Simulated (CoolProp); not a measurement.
2000 sccm (0 °C, 1 atm) of nitrogen bubbles through liquid water at 283.7 K and leaves saturated at a total pressure of 0.0125 MPa (ideal gas phase). Each further row changes one setting.

Computed with CoolProp (reference Helmholtz-energy equation of state, Wagner 2002).

| case | vapour pressure (kPa) | mole fraction of vapour | delivery (mg/min) | delivery (sccm) | change of delivery for a bath 1 K warmer (%) |
|---|---|---|---|---|---|
| as stated | 1.27 | ___ | 182 | ___ | 7.7 |
| bath temperature 288.7 K | 1.77 | 0.141 | 265 | 329 | 7.8 |
| total pressure 0.025 MPa | 1.27 | ___ | ___ | 107 | 7.3 |

What belongs in the gaps?


- as stated, mole fraction of vapour: 0.102
- as stated, delivery (sccm): 227
- total pressure 0.025 MPa, mole fraction of vapour: 0.0510
- total pressure 0.025 MPa, delivery (mg/min): 86.3
